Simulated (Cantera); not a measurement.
Mixture: CH4 : H2 : O2 : N2 = 1 : 0.21 : 1.5 : 5.65 (molar parts), equivalence ratio 1.4, at 101000 Pa, adiabatic and at constant pressure. Ignition delay is the time to a rise of 400 K.

Computed with Cantera and GRI-Mech 3.0 (53 species, 325 reactions).

Question: At T0 = 1250 K, what is the delay, and which 5 reactions control it most (d ln τ / d ln k, from doubling and halving each rate constant)?

Answer: The delay is 5.67 ms.
| reaction | d ln τ / d ln k | faster rate |
|---|---|---|
| H + O2 <=> O + OH | -0.98 | shortens it |
| 2 CH3 (+M) <=> C2H6 (+M) | 0.70 | lengthens it |
| CH4 + OH <=> CH3 + H2O | 0.31 | lengthens it |
| CH3 + HO2 <=> CH3O + OH | -0.24 | shortens it |
| H2 + OH <=> H + H2O | -0.19 | shortens it |
